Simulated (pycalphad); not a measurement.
All values are pycalphad results on the COST 507 light-alloy database (1999) (1 atm), not direct measurements. The data set is of 1999 and partly superseded. The system is extrapolated from its subsystems; higher-order compounds may be missing.

Task: How does the equilibrium phase assembly of Al-0.25Sn-0.47Si (at.%) change on cooling from 1577 °C to 257 °C?

Result: 
```
T (°C)  phases above                 phases below
------  ------------  ---------------------------
655.8         liquid                 fcc + liquid
452.3   fcc + liquid  diamond (Si) + fcc + liquid
```
Changes were sought between steps of 40 K, so a narrower field can be missed.
